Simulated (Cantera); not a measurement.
A closed system holds: 1 mol C2H6, 0.0076 mol O2, 42 mol H2, held at 3.00 bar.

These are equilibrium values from Cantera (NASA tables, ideal gas, pure condensed phases), not measurements of a reactor. Candidate condensed phases: C, C6H6, C7H8, C8H18, H2O; 110 gas species. Equilibrium is a limit: real reactors are often held back by kinetics, nucleation or transport.

Question: What share of the C ends up in condensed phases as a function of T (°C), at 1725, 1800, 1875, 1950, 2025, 2100, 2175, 2250, 2325, 2400, 2475?

Answer: 
```tsv
T (°C)	C condensed (%)	as
1725	92.9	C(graphite)
1800	91.2	C(graphite)
1875	88.5	C(graphite)
1950	84.3	C(graphite)
2025	78.4	C(graphite)
2100	70.2	C(graphite)
2175	59.2	C(graphite)
2250	44.8	C(graphite)
2325	26.3	C(graphite)
2400	3.1	C(graphite)
2475	0.0	-
```
